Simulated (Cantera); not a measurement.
Charge: 1 mol MgSO4, 0.065 mol H2, at 11.0 Pa.

Equilibrium computed with Cantera from the NASA thermochemical tables; the gas is ideal and each condensed phase is pure. Candidate condensed phases: H2O, H2SO4, Mg, MgO, Mg(OH)2, MgS, MgSO4, S; 26 gas species. Rates play no part.

**Question.** At 1300 K, list the 5 most abundant gas species with their mole fractions, and the condensed phases.

**Answer.** SO2 0.652, O2 0.305, H2O 0.0424, SO3 0.000461, OH 7.32e-5. Condensed: MgO(s).
